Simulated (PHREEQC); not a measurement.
1 kg of water holding 0.48 mol/kgw NaCl, 0.18 mol/kgw Na2SO4 and 0.0055 mol/kgw MgSO4 is evaporated at 25 °C; the solids stay in contact with the brine. The system is closed to CO2. Solids allowed: Bischofite, Bloedite, Brucite, Epsomite, Halite, Hexahydrite, Kieserite, Mirabilite, Thenardite, MgCl2_4H2O. Others were left out.

Computed with PHREEQC (Pitzer model, pitzer.dat).

### Question
Predict ionic strength, water activity at water left (kg) = 0.4563, 0.04335.

### Answer
```csv
water left (kg),ionic strength,water activity
0.4563,2.28,0.950
0.04335,7.82,0.742
```

Complexes and solids missing from the database can't appear.
